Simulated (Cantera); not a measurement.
Input: 1 mol BaF2, 1.2 mol H2O, 21 mol N2, at 0.0100 bar.

Method: chemical equilibrium by Gibbs-energy minimisation in Cantera with the NASA 1993 tables (ideal gas, pure condensed phases). Candidate condensed phases: Ba, BaF2, BaO, Ba(OH)2, H2O; 45 gas species. Mutual solubility and eutectic melting of coexisting phases are not modelled. The numbers say what is thermodynamically allowed, not how fast it happens.

x: gas mole fraction; n: condensed amount in mol.

```
T (°C)   x N2   x H2O    x BaF2      x HF  n BaF2(s)  n BaO(s)
------  -----  ------  --------  --------  ---------  --------
927     0.946  0.0540   2.02e-6  0.000105      0.999   0.00111
1002    0.946  0.0539   1.82e-5  0.000289      0.996   0.00307
1077    0.945  0.0536  0.000125  0.000700      0.989   0.00747
1152    0.945  0.0531  0.000687   0.00153      0.968    0.0164
1227    0.941  0.0521       [?]       [?]      0.897       [?]
1302    0.932  0.0501    0.0119   0.00558      0.669    0.0606
1377    0.905  0.0464    0.0384   0.00928          0     0.103
1452    0.905  0.0462    0.0385   0.00896          0    0.0960
1527    0.904  0.0456    0.0385   0.00866          0    0.0861
1602    0.903  0.0448    0.0384   0.00836          0    0.0717
1677    0.902  0.0435    0.0380   0.00803          0    0.0490
1752    0.899  0.0418    0.0372   0.00765          0    0.0130
1827    0.896  0.0392    0.0357   0.00859          0         0
1902    0.892  0.0357    0.0337    0.0103          0         0
```

Q: Some entries are withheld; supply them.

A: 
- 1227, x BaF2: 0.00310
- 1227, x HF: 0.00305
- 1227, n BaO(s): 0.0327
